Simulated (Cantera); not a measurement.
Input: 1 mol Al(CH₃)₃, 370 mol NH₃, 2.6 mol H₂, at 36.0 Pa.

Cantera equilibrium calculation (NASA polynomials, part measured and part estimated; ideal gas, pure solids and liquids). Candidate condensed phases: Al, AlN, C, C₆H₆, C₇H₈, C₈H₁₈; 97 gas species. The feed counts by its element totals alone. Equilibrium is a limit: real reactors are often held back by kinetics, nucleation or transport.

Over these rows the condensed part is AlN(s) + C(graphite). Partial pressures as log10 of bar:

| T (K) | 1000/T (1/K) | log p CH₄ | log p H₂ | log p N₂ |
|---|---|---|---|---|
| 1023 | 0.9775 | -8.26 | -3.57 | -4.05 |
| 1123 | 0.8905 | ? | -3.57 | -4.05 |
| 1223 | 0.8177 | -9.01 | -3.57 | -4.05 |
| 1323 | 0.7559 | -9.30 | -3.57 | -4.05 |
| 1423 | 0.7027 | -9.55 | -3.57 | -4.05 |
| 1523 | 0.6566 | -9.77 | -3.57 | -4.05 |

### Question
Fit log p(CH₄) = a + b·(1000/T) to the five rows, give the apparent enthalpy, and predict the row at 1123 K.

### Answer
Means: 1000/T = 0.7821, log p = -9.178. Sxy = 0.292387, Sxx = 0.0621896, so b = 4.70 and a = -9.178 − (4.70)×0.7821 = -12.85.
Apparent enthalpy: −19.145 × (4.70) = -90 kJ/mol. With the condensed phases at unit activity, C(graphite) + 2 H₂(g) = CH₄(g) links this pressure to the main gases: over the six rows their terms move log p by +0.00 in all, so the slope is close to that reaction's ΔH°. The five rows lie within 0.01 of the line.
Prediction at 1123 K: -12.85 + (4.70)×0.8905 = -8.66. The computed value is -8.67, 0.01 from the line.
